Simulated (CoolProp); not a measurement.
Properties of n-perfluorobutane along the isobar 10 MPa.

Model: reference Helmholtz-energy equation of state, Gao 2022, in CoolProp.

| T (K) | phase | cv (kJ/(kg K)) | isothermal compressibility (1/MPa) | expansivity (1/kK) | fugacity coefficient |
|---|---|---|---|---|---|
| 269 | liquid | 0.8552 | 0.002501 | 1.874 | 0.01701 |
| 276.4 | liquid | 0.8630 | 0.002705 | 1.905 | 0.02236 |
| 283.7 | liquid | 0.8705 | 0.002930 | 1.941 | 0.02872 |
| 291 | liquid | 0.8777 | 0.003182 | 1.982 | 0.03627 |
| 298.4 | liquid | 0.8847 | 0.003472 | 2.029 | 0.04522 |
| 305.7 | liquid | 0.8914 | 0.003796 | 2.081 | 0.05538 |
| 313 | liquid | 0.8977 | 0.004165 | 2.141 | 0.06692 |
| 320.4 | liquid | 0.9040 | 0.004594 | 2.208 | 0.08006 |
